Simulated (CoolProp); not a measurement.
Sulfur hexafluoride at 293.15 K and 0.84 MPa is throttled through a valve to 0.173 MPa with no heat exchange. Each further row changes one setting.

Computed with CoolProp (reference Helmholtz-energy equation of state, Guder 2009).

```tsv
case	temperature change (K)	final density (kg/m³)
as stated	-7.3	10.9
outlet pressure 0.0519 MPa	-8.6	3.23
outlet pressure 0.225 MPa	-6.7	14.2
```
